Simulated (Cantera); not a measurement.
An isothermal, constant-pressure homogeneous reactor starts with 43.5 % C₂H₆, 56.5 % N₂, at 1900 K and 11000 Pa.

Cantera simulation using GRI-Mech 3.0 (53 species, 325 reactions); the numbers are that mechanism's predictions, not measurements. GRI-Mech 3.0 stops at C3 and has no aromatics, soot or wall deposition, so with more carbon than oxygen in the feed, carbon stays in small species such as C2H2 where larger ones or solid carbon would form.

Q: Predict: x(C₂H₆) at 1.00 s; x(C₂H) at 1.00 s; x(HCN) at 1.00 s; x(H₂) at 1.00 s; x(C₂H₂) at 1.00 s; x(CH₃) at 1.00 s.

A: 
* **x(C₂H₆) at 1.00 s**: 5.83e-9 (gas-phase equilibrium 4.13e-9)
* **x(C₂H) at 1.00 s**: 1.07e-5 (gas-phase equilibrium 7.73e-6)
* **x(HCN) at 1.00 s**: 2.13e-5 (gas-phase equilibrium 0.130)
* **x(H₂) at 1.00 s**: 0.463 (gas-phase equilibrium 0.463)
* **x(C₂H₂) at 1.00 s**: 0.232 (gas-phase equilibrium 0.167)
* **x(CH₃) at 1.00 s**: 3.42e-5 (gas-phase equilibrium 2.87e-5)
